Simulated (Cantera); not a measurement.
Charge: 1 mol C2H5OH, 2.7 mol H2, at 0.00200 bar.

Method: chemical equilibrium by Gibbs-energy minimisation in Cantera with the NASA 1993 tables (ideal gas, pure condensed phases). Candidate condensed phases: C, C6H6, C7H8, C8H18, H2O; 110 gas species. Kinetics and transport are ignored. All values below are at 950 K.

Base state: H2 0.850, CO 0.149, CH4 0.000242, H2O 0.000237, CO2 7.42e-5 (mole fractions); condensed: C(graphite).

### Question
What changes in the equilibrium state with this change: 0.079 mol NH3 added?

### Answer
| species | before | after |
|---|---|---|
| H2 | 0.850 | 0.848 |
| CO | 0.149 | 0.146 |
| N2 | 0 | 0.00576 |
| CO2 | 7.42e-5 | 7.09e-5 |
| H2O | 0.000237 | 0.000231 |
| C(graphite), mol | 1.00 | 1.00 |

### Question
What changes in the equilibrium state with this change: C2H5OH replaced by toluene?

### Answer
| species | before | after |
|---|---|---|
| H2 | 0.850 | 1.000 |
| CH4 | 0.000242 | 0.000335 |
| CO | 0.149 | 0 |
| H2O | 0.000237 | 0 |
| CO2 | 7.42e-5 | 0 |
| C(graphite), mol | 1.00 | 7.00 |
